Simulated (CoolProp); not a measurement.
Computed with CoolProp (reference Helmholtz-energy equation of state, Thol 2018).

Give the vapour pressure (bar), liquid density (kg/m³), enthalpy of vaporisation (kJ/kg), liquid cp (kJ/(kg K)) of saturated hydrogen chloride at -5.95 °C.


```csv
T (°C),p (bar),liquid density (kg/m³),enthalpy of vaporisation (kJ/kg),liquid cp (kJ/(kg K))
-5.95,22.1,951,325,1.96
```
